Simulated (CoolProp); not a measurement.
A simple Rankine cycle with water: condensing at 306.15 K, boiler at 4.83 MPa, turbine inlet 539.9 K, turbine efficiency 0.75, pump efficiency 0.7, no recuperator. Each further row changes one setting.

The numbers come from the reference Helmholtz-energy equation of state, Wagner 2002 in CoolProp.

```
case                             thermal efficiency (%)  net work (kJ/kg)  heat in (kJ/kg)  turbine exit temperature (K)  volume ratio over the turbine
-------------------------------  ----------------------  ----------------  ---------------  ----------------------------  -----------------------------
as stated                                          27.2               727             2670                         306.1                            537
turbine inlet 559.9 K                              27.4               752             2740                         306.1                            509
condensing temperature 298.15 K                    28.1               761             2700                         298.1                            824
boiler pressure 3.38 MPa                           26.3               721             2750                         306.1                            361
turbine efficiency 0.65                            23.6               629             2670                         306.1                            564
```

The expansion ends wet for: as stated; turbine inlet 559.9 K; condensing temperature 298.15 K; boiler pressure 3.38 MPa; turbine efficiency 0.65.
